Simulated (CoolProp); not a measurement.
Vapour-liquid equilibrium of sulfur dioxide (1) + toluene (2) at 1.46 bar; x and y are mole fractions of (1).

The numbers come from the multi-fluid Helmholtz-energy mixture model, Gao 2016 and Lemmon 2006; pair parameters Bell 2016 in CoolProp.

| x | bubble temperature, mixture model (K) | bubble temperature, Raoult's law (K) | y, mixture model | y, Raoult's law |
|---|---|---|---|---|
| 0.05 | 368.8 | 358.5 | 0.566 | 0.696 |
| 0.125 | 340.0 | 331.2 | 0.850 | 0.897 |
| 0.2 | 321.9 | 316.4 | 0.934 | 0.950 |
| 0.275 | 309.6 | 306.6 | 0.966 | 0.971 |
| 0.35 | 300.8 | 299.5 | 0.980 | 0.982 |
| 0.425 | 294.2 | 293.9 | 0.988 | 0.988 |
| 0.5 | 289.1 | 289.4 | 0.992 | 0.992 |
| 0.575 | 285.2 | 285.6 | 0.994 | 0.994 |
| 0.65 | 281.9 | 282.4 | 0.996 | 0.996 |
| 0.725 | 279.2 | 279.6 | 0.997 | 0.997 |
| 0.8 | 276.9 | 277.1 | 0.998 | 0.998 |
| 0.875 | 274.8 | 274.9 | 0.999 | 0.999 |
| 0.95 | 272.9 | 272.9 | 1.000 | 1.000 |

The largest gap from Raoult's law is +10.3 K in bubble temperature, at x = 0.05. No azeotrope shows between x = 0.05 and 0.95.

Pair parameters are fitted to limited data, so mixtures are less certain than the pure fluids. The gap from Raoult's law changes sign with composition, which may be real or a fault of the pair parameters; it wasn't checked against measurements.
